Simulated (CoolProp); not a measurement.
R507A along the isotherm 407.5 K: fugacity coefficient from the reference equation and from simpler models built on Tc = 343.8 K, pc = 3.705 MPa, ω = 0.286; each cubic takes its own stable root.

Computed with CoolProp (reference Helmholtz-energy equation of state, Lemmon 2003). It is a pseudo-pure fit of the blend.

| p (MPa) | phase | reference |
|---|---|---|
| 0.397 | gas | 0.9789 |
| 0.794 | gas | 0.9581 |
| 1.19 | gas | 0.9377 |
| 1.59 | gas | 0.9173 |
| 1.98 | gas | 0.8977 |
| 2.38 | gas | 0.8780 |
| 2.78 | gas | 0.8585 |
| 3.18 | gas | 0.8393 |
| 3.57 | gas | 0.8209 |
| 3.97 | supercritical | 0.8023 |
| 4.37 | supercritical | 0.7840 |
| 4.76 | supercritical | 0.7665 |
| 5.16 | supercritical | 0.7489 |
| 5.56 | supercritical | 0.7317 |

How far does each simpler model (Redlich-Kwong, Soave-Redlich-Kwong, Peng-Robinson) lie from the reference over these 14 states: mean and median of the absolute difference, and the worst?


- Redlich-Kwong: mean 0.9 %, median 0.8 %, worst -1.8 % at 407.5 K and 5.56 MPa
- Soave-Redlich-Kwong: mean 1.4 %, median 1.3 %, worst +2.8 % at 407.5 K and 5.56 MPa
- Peng-Robinson: mean 1.0 %, median 1.1 %, worst -1.3 % at 407.5 K and 5.16 MPa
